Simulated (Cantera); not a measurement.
A freely propagating, adiabatic, planar premixed flame of H2 : O2 : N2 = 1 : 0.385 : 1.65 (molar parts), equivalence ratio 1.3, unburnt at 500 K and 0.987 atm; multicomponent+Soret transport, grid criteria slope 0.08 and curve 0.16, no radiation.

Computed with Cantera and the H2/O2 subset of GRI-Mech 3.0, which has no nitrogen chemistry. Burning velocities carry a grid error of a few per cent, more on coarse grids.

Task: Predict: laminar burning velocity; thermal thickness; peak x(OH); peak x(H); peak x(H2O2); peak x(O).

Result: 
```json
{
 "laminar_burning_velocity": "524 cm/s",
 "thermal_thickness": "0.429 mm",
 "peak x(OH)": "0.0115",
 "peak x(H)": "0.0661",
 "peak x(H2O2)": "3.13e-5",
 "peak x(O)": "0.00756"
}
```
